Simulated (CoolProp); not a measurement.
R1234yf along the isotherm 299.8 K: density (kg/m³) from the reference equation and from simpler models built on Tc = 367.8 K, pc = 33.84 bar, ω = 0.276; each cubic takes its own stable root.

Computed with CoolProp (reference Helmholtz-energy equation of state, Lemmon 2022).

```
p (bar)   phase  reference  van der Waals  Redlich-Kwong  Soave-Redlich-Kwong  Peng-Robinson
-------  ------  ---------  -------------  -------------  -------------------  -------------
1.07        gas      5.010          4.972          4.993                5.001          5.008
1.57        gas      7.435          7.351          7.396                7.414          7.430
2.31        gas      11.13          10.94          11.04                11.08          11.12
3.38        gas      16.73          16.28          16.52                16.61          16.70
4.97        gas      25.71          24.61          25.16                25.41          25.60
10.7     liquid       1088          59.89          899.4                950.7           1079
15.7     liquid       1092          641.6          907.6                956.7           1085
23.1     liquid       1098          655.2          918.9                965.0           1093
33.8     liquid       1105          671.2          933.5                976.1           1104
49.7     liquid       1115          690.1          952.6                991.0           1120
72.9     liquid       1128          711.5          976.2                 1010           1139
107      liquid       1145          735.4           1005                 1034           1164
157      liquid       1167          761.3           1038                 1062           1193
231      liquid       1194          788.9           1076                 1096           1228
338      liquid       1225          817.0           1117                 1133           1266
```

At some of these states van der Waals gives the other phase, because its saturation line lies elsewhere.
